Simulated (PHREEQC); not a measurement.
## Copper plating or etch bath: speciation

Solution (25 °C): 0.057 mol Cu(NO3)2, 0.001 mol HBF4 and 6.5e-05 mol NaCl per kg of water. Closed to the air; pH follows from the charge balance.

Equilibrium calculation in PHREEQC: ion-association model, wateq4f.dat.

Each row changes one thing in this solution. No solid was allowed to form.

```
case                                     pH  HF (mol/kgw)  F- (mol/kgw)  H3BO3 (mol/kgw)  CuF+ (mol/kgw)  BF4- (mol/kgw)  SI of CuF2:2H2O (CuF2:2H2O)  SI of Tenorite (CuO)
-------------------------------------  ----  ------------  ------------  ---------------  --------------  --------------  ---------------------------  --------------------
as made                                2.86       0.00154       0.00108         0.000721        0.000362        0.000196                        -3.39                 -3.62
HBF4 from 0.001 to 0.0015 mol/kgw      2.76       0.00201       0.00111         0.000831        0.000375        0.000518                        -3.36                 -3.82
HBF4 from 0.001 to 0.0009 mol/kgw      2.88       0.00142       0.00105         0.000687        0.000354        0.000144                            …                 -3.57
diluted 5-fold with water              3.34      0.000270      0.000475         0.000199         5.13e-5         1.10e-7                        -4.48                 -3.17
NaCl from 6.5e-05 to 1.3e-05 mol/kgw   2.86       0.00154       0.00108         0.000721        0.000362        0.000196                        -3.39                 -3.62
Cu(NO3)2 from 0.057 to 0.0855 mol/kgw  2.85       0.00148       0.00107         0.000728        0.000466        0.000189                        -3.31                 -3.52
NaCl from 6.5e-05 to 0.00065 mol/kgw   2.86       0.00154       0.00108         0.000721        0.000362        0.000196                        -3.39                 -3.62
0.003 mol/kgw NaH2PO4 added            2.92       0.00146       0.00117         0.000731        0.000392               …                        -3.32                 -3.50
```

Q: Some entries are withheld; supply them.

A: 
- HBF4 from 0.001 to 0.0009 mol/kgw, SI of CuF2:2H2O (CuF2:2H2O): -3.41
- 0.003 mol/kgw NaH2PO4 added, BF4- (mol/kgw): 0.000184

H3PO4, which wateq4f.dat lacks, is added to it with the constant of phreeqc.dat. Real BF4- forms and hydrolyses slowly; the run takes it at equilibrium. The database has no phosphate complexes of Cu.
